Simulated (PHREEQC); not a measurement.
Make-up at 25 °C: 1.5 mmol/kgw NaH2PO4 and 40 mmol/kgw H2SO4. It is in equilibrium with CO2 at log p = -2 (atm). Otherwise closed; pH follows from the charge balance.

Computed with PHREEQC (ion-association model, phreeqc.dat).

Question: The ionic strength comes out as 0.0650 mol/kgw. What activity coefficients do H2PO4-, SO4-2, HSO4-, H+, Na+ get?

Answer: H2PO4- 0.81, SO4-2 0.43, HSO4- 0.81, H+ 0.84, Na+ 0.81.

This is a speciation only: nothing precipitates in the calculation. Species that the database lacks are ignored.
